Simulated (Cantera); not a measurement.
A closed system holds: 1 mol SiCl₄, 0.27 mol H₂O, at 1173.15 K and 1.00 bar.

Equilibrium computed with Cantera from the NASA thermochemical tables; the gas is ideal and each condensed phase is pure. Candidate condensed phases: H₂O, Si, SiO₂; 30 gas species. The tables' values for SiCl₃ are old estimates; treat these amounts as uncertain. The tables hold silica as quartz up to 1696 K and as liquid above; real silica turns to tridymite and cristobalite and melts near 1996 K. Kinetics and transport are ignored.

Base state: SiCl₄ 0.616, HCl 0.384, SiCl₃ 1.40e-5, Cl 1.22e-5, Cl₂ 1.19e-5, H₂ 1.06e-5 (mole fractions); condensed: SiO₂(β-quartz).

### Question
What changes in the equilibrium state with this change: SiCl₄ replaced by HMDSO?

### Answer
| species | before | after |
|---|---|---|
| H₂ | 1.06e-5 | 0.981 |
| CH₄ | 0 | 0.0187 |
| CO | 0 | 2.72e-5 |
| SiCl₄ | 0.616 | 0 |
| HCl | 0.384 | 0 |
| SiCl₃ | 1.40e-5 | 0 |
| Cl | 1.22e-5 | 0 |
| Cl₂ | 1.19e-5 | 0 |
| SiO₂(β-quartz), mol | 0.135 | 0.635 |
| C(graphite), mol | 0 | 4.46 |
| SiC(s), mol | 0 | 1.37 |
The feed counts by its element totals alone. Mutual solubility and eutectic melting of coexisting phases are not modelled. Further candidate phases: C, C₆H₆, C₇H₈, C₈H₁₈, SiC.
